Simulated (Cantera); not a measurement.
A perfectly stirred reactor is fed with 7.45 % C2H4, 14.9 % O2, 56.0 % N2, 21.6 % H2O, at 14.8 atm; it is adiabatic with a 548 K inlet, and is followed from long to short residence time, starting on the burning branch (τ in s: 0.021, 0.0098, 0.0045, 0.0021, 0.00095, 0.00044, 0.0002, 9.2e-05, 4.2e-05, 1.9e-05).

Cantera simulation using GRI-Mech 3.0 (53 species, 325 reactions); the numbers are that mechanism's predictions, not measurements. GRI-Mech 3.0 was tuned for natural gas; its chemistry of ethylene as a main component is partial and can be far from experiment. The pressure lies above the range GRI-Mech 3.0 was tuned for (to about 10 atm).

Question: Predict: blow-out, bracketed by the residence times tried; x(C2H4) at τ = 21.0 ms; x(O2) at τ = 21.0 ms; x(H2O) at τ = 21.0 ms; x(CO2) at τ = 21.0 ms; x(NO) at τ = 21.0 ms; x(C2H4) at τ = 0.440 ms; x(O2) at τ = 0.440 ms; x(H2O) at τ = 0.440 ms; x(CO2) at τ = 0.440 ms; x(NO) at τ = 0.440 ms.

Answer: 
```json
{
 "blow_out_bracketed_by_the_residence_times_tried": "burning at 42.0 µs, out at 19.0 µs",
 "x(C2H4) at τ = 21.0 ms": "2.61e-5",
 "x(O2) at τ = 21.0 ms": "0.000162",
 "x(H2O) at τ = 21.0 ms": "0.277",
 "x(CO2) at τ = 21.0 ms": "0.0672",
 "x(NO) at τ = 21.0 ms": "1.17e-5",
 "x(C2H4) at τ = 0.440 ms": "0.000408",
 "x(O2) at τ = 0.440 ms": "0.00308",
 "x(H2O) at τ = 0.440 ms": "0.290",
 "x(CO2) at τ = 0.440 ms": "0.0663",
 "x(NO) at τ = 0.440 ms": "9.87e-6"
}
```
